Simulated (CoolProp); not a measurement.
Properties of carbon dioxide along the isotherm -21.95 °C (Tc = 31.0 °C, pc = 7.377 MPa, ω = 0.224).

The numbers come from the reference Helmholtz-energy equation of state, Span 1996 in CoolProp.

| p (MPa) | phase | density (kg/m³) | cv (kJ/(kg K)) | speed of sound (m/s) | Joule-Thomson coefficient (K/MPa) | expansivity (1/kK) | Prandtl number |
|---|---|---|---|---|---|---|---|
| 0.117 | gas | 2.491 | 0.6103 | 248.1 | 17.17 | 4.119 | 0.777 |
| 0.221 | gas | 4.750 | 0.6161 | 246.8 | 17.18 | 4.248 | 0.787 |
| 0.419 | gas | 9.175 | 0.6276 | 244.2 | 17.21 | 4.517 | 0.807 |
| 0.795 | gas | 18.09 | 0.6518 | 238.9 | 17.30 | 5.126 | 0.851 |
| 1.51 | gas | 37.50 | 0.7117 | 227.4 | 17.59 | 6.889 | 0.971 |
| 2.86 | liquid | 1045 | 0.9363 | 732.8 | 0.05416 | 4.459 | 2.27 |
| 5.41 | liquid | 1055 | 0.9382 | 756.9 | 0.02078 | 4.161 | 2.25 |
| 10.3 | liquid | 1073 | 0.9417 | 798.3 | -0.02964 | 3.729 | 2.21 |
| 19.5 | liquid | 1100 | 0.9479 | 864.8 | -0.09549 | 3.187 | 2.19 |
| 36.9 | liquid | 1140 | 0.9579 | 967.1 | -0.1696 | 2.595 | 2.19 |

Viscosity comes from a separate model (Laesecke 2017). Thermal conductivity comes from a separate model (Huber 2016).
